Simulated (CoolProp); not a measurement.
Vapour-liquid equilibrium of R125 (1) + R152A (2) at 18.45 °C; x and y are mole fractions of (1).

Values from CoolProp's multi-fluid Helmholtz-energy mixture model, Lemmon 2005 and Outcalt 1996; pair parameters Bell 2016.

### Question
Give the bubble pressure and the first vapour's composition at x = 0.425, 0.65, 0.875. Is there an azeotrope?

### Answer
x = 0.425: 0.7514 MPa, y = 0.590; x = 0.65: 0.8951 MPa, y = 0.781; x = 0.875: 1.057 MPa, y = 0.932. No azeotrope shows between x = 0.05 and 0.95.

The pair parameters rest on a limited set of measurements; away from them the model extrapolates.
